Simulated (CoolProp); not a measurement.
Vapour-liquid equilibrium of R114 (1) + n-heptane (2) at 457 kPa; x and y are mole fractions of (1).

The numbers come from the multi-fluid Helmholtz-energy mixture model, Platzer 1990 and Span 2003; pair parameters Bell 2016 in CoolProp. This equation is an older, rougher fit; its heat capacities, sound speeds and derivatives of the liquid may be far off and weren't checked against measurements.

### Question
Give the bubble temperature and the first vapour's composition at x = 0.2, 0.35, 0.65. Is there an azeotrope?

### Answer
x = 0.2: 377.8 K, y = 0.754; x = 0.35: 357.1 K, y = 0.884; x = 0.65: 337.6 K, y = 0.959. No azeotrope shows between x = 0.05 and 0.95.

The pair parameters rest on a limited set of measurements; away from them the model extrapolates.
